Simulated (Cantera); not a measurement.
Cantera run:

```python
import numpy as np
import cantera as ct

gas_names = """
    H HNO HNO2 HNO3 HO2 H2 H2O H2O2 N NH NH2 NH3 NH2OH NO NO2 NO3 N2 N2H2 N2H4 N2O O OH O2 O3 Zr ZrN ZrO
    ZrO2
""".split()
cond_names = """
    H2O(s) H2O(L) Zr(a) Zr(b) Zr(L) ZrN(s) ZrN(L) ZrO2(a) ZrO2(b) ZrO2(L)
""".split()


def load(file, names, dense=False):
    # The tables refer to 1 bar. Condensed volumes are neglected.
    table = {s.name: s for s in ct.Species.list_from_file(file)}
    out = []
    for n in names:
        d = dict(table[n].input_data)
        d["thermo"] = dict(d["thermo"], **{"reference-pressure": 1e5})
        if dense:
            d["equation-of-state"] = {"model": "constant-volume", "density": "1e6 g/cm^3"}
        out.append(ct.Species.from_dict(d))
    return out


gas = ct.Solution(thermo="ideal-gas", species=load("nasa_gas.yaml", gas_names))
cond = {s.name: ct.Solution(thermo="fixed-stoichiometry", species=[s], name=s.name)
        for s in load("nasa_condensed.yaml", cond_names, dense=True)}
atoms = {
    'ZrO2': {'Zr': 1, 'O': 2},
    'H2': {'H': 2},
    'N2': {'N': 2},
}
top_T = {}  # K; cautious upper limits of use, not melting points


def equilibrate(T, P, feed):
    n = {}
    for name, mol in feed.items():
        for a, k in atoms[name].items():
            n[a] = n.get(a, 0.0) + k * mol
    gas.TPX = T, P, n
    mass = sum(n.values()) * gas.mean_molecular_weight
    gas.equilibrate("TP")
    valid = [c for c in cond.values() if c.min_temp <= T <= top_T.get(c.name, c.max_temp)]
    mix = ct.Mixture([(gas, mass / gas.mean_molecular_weight)] + [(c, 0.0) for c in valid])
    mix.T, mix.P = T, P
    mix.equilibrate("TP", solver="vcs", rtol=1e-11, max_steps=5000)
    return mix


results = []
feed = {'ZrO2': 1, 'H2': 0.38, 'N2': 0.69}  # mol
T = 1750  # K
P = 101325  # Pa
mix = equilibrate(T, P, feed)
results.append((T, P, feed, dict(zip(mix.species_names, mix.species_moles))))
x = sorted(zip(gas.X, gas.species_names), reverse=True)
print(f"T = {T:g} K  P = {P:g} Pa  gas = {mix.phase_moles(0):.4g} mol")
print("   x: " + "  ".join(f"{s} {v:.3e}" for v, s in x if v > 1e-05))
print("   condensed (mol): " + ("  ".join(f"{mix.phase(i).name} {mix.phase_moles(i):.4g}"
      for i in range(1, mix.n_phases) if mix.phase_moles(i) > 1e-12) or "none"))
```

Output:

```
T = 1750 K  P = 101325 Pa  gas = 1.07 mol
   x: N2 6.448e-01  H2 3.550e-01  H 1.377e-04  H2O 3.158e-05
   condensed (mol): ZrN(s) 1.69e-05  ZrO2(b) 1
```

Cantera equilibrium calculation (NASA polynomials, part measured and part estimated; ideal gas, pure solids and liquids).
